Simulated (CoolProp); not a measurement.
The numbers come from the reference Helmholtz-energy equation of state, Rui 2013 in CoolProp.

Q: Give the vapour pressure (kPa), liquid density (kg/m³), liquid cp (kJ/(kg K)) of saturated R236EA at 326.5, 335, 369.1 K.

A: 
| T (K) | p (kPa) | liquid density (kg/m³) | liquid cp (kJ/(kg K)) |
|---|---|---|---|
| 326.5 | 501 | 1330 | 1.32 |
| 335 | 633 | 1300 | 1.34 |
| 369.1 | 1440 | 1150 | 1.51 |
